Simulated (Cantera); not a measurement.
Standard-state values (1 bar) from the NASA 1993 polynomials, evaluated with Cantera. Values are per mole of reaction as written; species without (g) are pure solids or liquids, kept so even where they would boil at 1 bar.

SO3(g) + 3 PbS(g) → 3 PbO + 2 S2(g)

```csv
T (K),ΔH° (kJ),ΔS° (J/K),ΔG° (kJ),log10 K
1173,-273.4,-211.3,-25.6,1.14
1223,-269.4,-208.0,-15.1,0.64
1273,-265.4,-204.8,-4.8,0.20
1323,-261.4,-201.7,5.4,-0.21
1373,-257.4,-198.7,15.4,-0.59
1423,[?],[?],[?],[?]
1473,[?],[?],[?],[?]
1523,-245.4,-190.4,44.6,-1.53
1573,-241.5,-187.9,54.1,-1.79
1623,-237.5,-185.4,63.4,-2.04
```

Question: Complete the blanks.

Answer: 
- 1423, ΔH° (kJ): -253.4
- 1423, ΔS° (J/K): -195.9
- 1423, ΔG° (kJ): 25.3
- 1423, log10 K: -0.93
- 1473, ΔH° (kJ): -249.4
- 1473, ΔS° (J/K): -193.1
- 1473, ΔG° (kJ): 35.0
- 1473, log10 K: -1.24
